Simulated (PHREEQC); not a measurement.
Brine: speciation

Dissolve 0.54 mol/kgw CaCl2 and 0.23 mol/kgw NaCl at 25 °C. Closed to the air; pH follows from the charge balance.

The numbers come from PHREEQC with the Pitzer model, pitzer.dat.

Precipitation was switched off in this run.

**Question.** What activity of water, osmotic coefficient, density does the model give?

**Answer.** activity of water 0.965; osmotic coefficient 0.957; density 1.053 g/cm³.

Complexes and solids missing from the database can't appear.
